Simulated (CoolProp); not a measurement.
Vapour-liquid equilibrium of ethane (1) + propane (2) at 258.7 K; x and y are mole fractions of (1).

The numbers come from the multi-fluid Helmholtz-energy mixture model, Bücker 2006 and Lemmon 2009; pair parameters Kunz 2012 in CoolProp.

```csv
x,"bubble pressure, mixture model (bar)","bubble pressure, Raoult's law (bar)","y, mixture model","y, Raoult's law"
0.05,3.553,3.650,0.191,0.227
0.15,4.715,5.007,0.435,0.495
0.25,5.893,6.363,0.586,0.650
0.35,7.106,7.720,0.691,0.750
0.45,8.367,9.076,0.770,0.820
0.55,9.687,10.43,0.831,0.872
0.65,11.08,11.79,0.880,0.912
0.75,12.54,13.15,0.921,0.943
0.85,14.07,14.50,0.956,0.969
0.95,15.69,15.86,0.986,0.991
```

The largest gap from Raoult's law is -8.0 % in bubble pressure, at x = 0.35. No azeotrope shows between x = 0.05 and 0.95.

Pair parameters are fitted to limited data, so mixtures are less certain than the pure fluids.
